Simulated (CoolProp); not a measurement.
A single-stage vapour-compression cycle with R227EA: evaporating at 231.15 K (dew point), condensing at 257.15 K (bubble point), superheat 10 K, subcooling 0 K, compressor efficiency 0.75, no pressure losses. Each further row changes one setting.

Values from CoolProp's reference Helmholtz-energy equation of state, Lemmon 2016.

| case | cooling COP | pressure ratio | discharge temperature (K) | refrigerating effect (kJ/kg) | volumetric capacity (kJ/m³) |
|---|---|---|---|---|---|
| as stated | 5.98 | 3.57 | 270.9 | 122 | 303 |
| evaporating temperature 236.15 K | 7.75 | 2.72 | 269.7 | 125 | 401 |
| condensing temperature 252.15 K | 7.59 | 2.87 | 265.6 | 127 | 316 |
| subcooling 5 K | 6.25 | 3.57 | 270.9 | 127 | 316 |
| superheat 20 K | 6.07 | 3.57 | 281.2 | 129 | 307 |
| compressor efficiency 0.65 | 5.18 | 3.57 | 274.9 | 122 | 303 |
